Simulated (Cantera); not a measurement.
A closed system holds: 1 mol Al(CH₃)₃, 6.1 mol N₂, 3.6 mol H₂, equilibrated at 1330 Pa.

These are equilibrium values from Cantera (NASA tables, ideal gas, pure condensed phases), not measurements of a reactor. Candidate condensed phases: Al, AlN, C, C₆H₆, C₇H₈, C₈H₁₈; 97 gas species. The feed counts by its element totals alone. Equilibrium is a limit: real reactors are often held back by kinetics, nucleation or transport.

Over these rows the condensed part is AlN(s) + C(graphite). Partial pressures as log10 of bar:

```csv
T (K),1000/T (1/K),log p HCN,log p H₂,log p N₂
675,1.4815,-10.85,-2.16,-2.24
775,1.2903,?,-2.11,-2.26
875,1.1429,-8.46,-2.11,-2.26
975,1.0256,-7.65,-2.10,-2.26
1075,0.9302,-6.98,-2.10,-2.26
1175,0.8511,-6.43,-2.10,-2.26
```

Task: Fit log p(HCN) = a + b·(1000/T) to the five rows, give the apparent enthalpy, and predict the row at 775 K.

Result: Means: 1000/T = 1.0863, log p = -8.074. Sxy = -1.702102, Sxx = 0.2427573, so b = -7.01 and a = -8.074 − (-7.01)×1.0863 = -0.46.
Apparent enthalpy: −19.145 × (-7.01) = 134 kJ/mol. With the condensed phases at unit activity, C(graphite) + 1/2 H₂(g) + 1/2 N₂(g) = HCN(g) links this pressure to the main gases: over the six rows their terms move log p by +0.02 in all, so the slope is close to that reaction's ΔH°. The five rows lie within 0.01 of the line.
Prediction at 775 K: -0.46 + (-7.01)×1.2903 = -9.51. The computed value is -9.50, 0.01 from the line.
